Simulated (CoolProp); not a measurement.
The fluid at 348.92 K and 6.83 MPa is compressed adiabatically to 47.1 MPa with isentropic efficiency 0.75. The same conditions are run with several fluids, on thermodynamics alone (safety and materials aside).

Computed with CoolProp (reference Helmholtz-energy equation of state of each fluid (CF4 (R14): Platzer 1990; R404A: Lemmon 2003; nitrogen: Span 2000)). The equations of Platzer and Polt are older, rougher fits. Blends and air are pseudo-pure fits.

Q: Rank CF4 (R14), R404A, nitrogen by work (kJ/kg), highest first.

A: nitrogen (396), CF4 (R14) (101), R404A (54.5)

| fluid | final temperature (K) | final density (kg/m³) |
|---|---|---|
| CF4 (R14) | 482.8 | 762 |
| R404A | 392.6 | 1060 |
| nitrogen | 692.1 | 188 |
